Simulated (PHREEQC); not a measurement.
NaOH is added in steps, without added water, to 1 kg of water holding 12 mmol/kgw HNO3, 48 mmol/kgw NaCl and 5.1 mmol/kgw MnSO4, at 25 °C. The system is closed to oxygen. CO2 is held at log p = -3.4 (atm). Only these solids could form: Rhodochrosite, Pyrochroite, Halite, Mirabilite, Nahcolite, Natron.

Base run: PHREEQC, ion-association model, wateq4f.dat. Each further column changes one thing. The table gives pH.

| NaOH added (mol) | base | Debye-Hückel limiting law | metal-ligand complexes left out | database phreeqc.dat | all activity coefficients set to 1 |
|---|---|---|---|---|---|
| 0 | 2.05 | 2.10 | 2.06 | 2.05 | 1.99 |
| 0.0054 | 2.32 | 2.37 | 2.33 | 2.32 | 2.26 |
| 0.0108 | 3.06 | 3.11 | 3.08 | 3.06 | 3.02 |
| 0.0162 | 6.69 | 6.78 | 6.65 | 6.69 | 6.59 |
| 0.0216 | 7.16 | 7.23 | 7.12 | 7.16 | 7.08 |
| 0.027 | 8.73 | 8.68 | 8.76 | 8.73 | 8.83 |
| 0.0324 | 9.01 | 8.95 | 9.05 | 9.01 | 9.10 |
| 0.0396 | 9.19 | 9.12 | 9.24 | 9.18 | 9.28 |
| 0.045 | 9.27 | 9.20 | 9.33 | 9.27 | 9.37 |
| 0.0504 | 9.33 | 9.26 | 9.39 | 9.33 | 9.43 |
| 0.0558 | 9.38 | 9.30 | 9.45 | 9.38 | 9.48 |
| 0.0612 | 9.42 | 9.34 | 9.49 | 9.42 | 9.52 |
| 0.0666 | 9.45 | 9.37 | 9.53 | 9.45 | 9.56 |
| 0.072 | 9.48 | 9.40 | 9.56 | 9.48 | 9.59 |

 phreeqc.dat and wateq4f.dat share most of their constants, so their agreement is no independent check. Solids allowed in the column 'database phreeqc.dat': Rhodochrosite, Pyrochroite, Halite.
